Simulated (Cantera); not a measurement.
Feed: 1 mol PH₃, 0.54 mol H₂O, 0.12 mol H₂, held at 3100000 Pa.

These are equilibrium values from Cantera (NASA tables, ideal gas, pure condensed phases), not measurements of a reactor. Candidate condensed phases: H₂O, P, P₄O₁₀; 17 gas species. The ideal-gas law is rough above about 30 bar. Gases not in the tables: HPO₂, HPO₃ and P₄O₆. Equilibrium is a limit: real reactors are often held back by kinetics, nucleation or transport.

**Question.** At 1275 K, list the 7 most abundant gas species with their mole fractions, and the condensed phases.

**Answer.** H₂ 0.668, H₂O 0.220, P₄ 0.0968, P₂ 0.0109, PH₃ 0.00338, P₄O₁₀ 0.000322, PO₂ 2.81e-5. Condensed: gas only.
